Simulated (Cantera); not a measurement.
Charge: 1 mol CuO, 180 mol H2, 0.62 mol H2O, held at 0.100 bar.

These are equilibrium values from Cantera (NASA tables, ideal gas, pure condensed phases), not measurements of a reactor. Candidate condensed phases: Cu, CuO, Cu(OH)2, Cu2O, H2O; 12 gas species. Kinetics and transport are ignored.

x: gas mole fraction; n: condensed amount in mol.

```json
[
 {"T (K)": "1750", "x H2": "0.987", "x H2O": "0.00894", "x H": "___", "x Cu": "0.00299", "n Cu(l)": "0.457"},
 {"T (K)": "1775", "x H2": "0.986", "x H2O": "0.00893", "x H": "___", "x Cu": "0.00404", "n Cu(l)": "0.265"},
 {"T (K)": "1800", "x H2": "0.985", "x H2O": "0.00891", "x H": "___", "x Cu": "0.00541", "n Cu(l)": "0.0123"},
 {"T (K)": "1825", "x H2": "0.984", "x H2O": "0.00891", "x H": "___", "x Cu": "0.00548", "n Cu(l)": "0"},
 {"T (K)": "1850", "x H2": "0.984", "x H2O": "0.00891", "x H": "___", "x Cu": "0.00549", "n Cu(l)": "0"},
 {"T (K)": "1875", "x H2": "0.984", "x H2O": "0.00891", "x H": "___", "x Cu": "0.00549", "n Cu(l)": "0"},
 {"T (K)": "1900", "x H2": "0.983", "x H2O": "0.00891", "x H": "___", "x Cu": "0.00549", "n Cu(l)": "0"},
 {"T (K)": "1925", "x H2": "0.983", "x H2O": "0.00890", "x H": "___", "x Cu": "0.00549", "n Cu(l)": "0"},
 {"T (K)": "1950", "x H2": "0.982", "x H2O": "0.00890", "x H": "___", "x Cu": "0.00549", "n Cu(l)": "0"},
 {"T (K)": "1975", "x H2": "0.981", "x H2O": "0.00890", "x H": "___", "x Cu": "0.00549", "n Cu(l)": "0"},
 {"T (K)": "2000", "x H2": "0.981", "x H2O": "0.00889", "x H": "___", "x Cu": "0.00549", "n Cu(l)": "0"},
 {"T (K)": "2025", "x H2": "0.980", "x H2O": "0.00889", "x H": "___", "x Cu": "0.00548", "n Cu(l)": "0"}
]
```

Some entries are withheld; supply them.


- 1750, x H: 0.000731
- 1775, x H: 0.000909
- 1800, x H: 0.00112
- 1825, x H: 0.00138
- 1850, x H: 0.00169
- 1875, x H: 0.00206
- 1900, x H: 0.00249
- 1925, x H: 0.00300
- 1950, x H: 0.00359
- 1975, x H: 0.00429
- 2000, x H: 0.00509
- 2025, x H: 0.00602
